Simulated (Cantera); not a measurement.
# Reactions in the system K-O-S

Standard-state values (1 bar) from the NASA 1993 polynomials, evaluated with Cantera. Values are per mole of reaction as written; species without (g) are pure solids or liquids, kept so even where they would boil at 1 bar.

2 K2SO4 = 8 O(g) + S2(g) + 4 K

```tsv
T (K)	ΔH° (kJ)	ΔS° (J/K)	ΔG° (kJ)	log10 K	condensed phases
300	4997.4	1424.9	4569.9	-795.68	K2SO4(s), K(s)
598	5013.4	1471.5	4133.5	-361.05	K2SO4(s), K(l)
698	5010.1	1466.3	3986.6	-298.33	K2SO4(s), K(l)
798	5003.9	1458.1	3840.3	-251.37	K2SO4(s), K(l)
898	4980.2	1430.3	3695.8	-214.97	K2SO4(s), K(l)
998	4974.5	1424.3	3553.1	-185.96	K2SO4(s), K(l)
1098	4967.5	1417.6	3410.9	-162.26	K2SO4(s), K(l)
1198	4959.3	1410.5	3269.5	-142.55	K2SO4(s), K(l)
1298	4950.1	1403.1	3128.9	-125.91	K2SO4(s), K(l)
```
